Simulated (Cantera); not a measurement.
An isothermal, constant-pressure homogeneous reactor starts with NO : N2 = 1 : 12 (molar parts), at 2100 K and 0.0267 bar. Integrator tolerance rtol = 1e-08.

Model: GRI-Mech 3.0 (53 species, 325 reactions), integrated in Cantera. Radical loss at walls, strong at low pressure, is not modelled.

What does this change do: pressure from 0.0267 bar to 1.60 bar?


| quantity | before | after |
|---|---|---|
| x(NO) at 8.00 s | 0.0321 (gas-phase equilibrium 0.00452) | 0.00457 (gas-phase equilibrium 0.00457) |
| x(O) at 8.00 s | 0.00127 (gas-phase equilibrium 0.00161) | 0.000210 (gas-phase equilibrium 0.000210) |
| x(N2) at 8.00 s | 0.945 (gas-phase equilibrium 0.959) | 0.959 (gas-phase equilibrium 0.959) |
| x(O2) at 8.00 s | 0.0217 (gas-phase equilibrium 0.0354) | 0.0361 (gas-phase equilibrium 0.0361) |
| x(NO2) at 8.00 s | 2.48e-6 (gas-phase equilibrium 4.45e-7) | 3.52e-6 (gas-phase equilibrium 3.52e-6) |
| x(N2O) at 8.00 s | 4.15e-7 (gas-phase equilibrium 4.55e-8) | 3.56e-7 (gas-phase equilibrium 3.56e-7) |
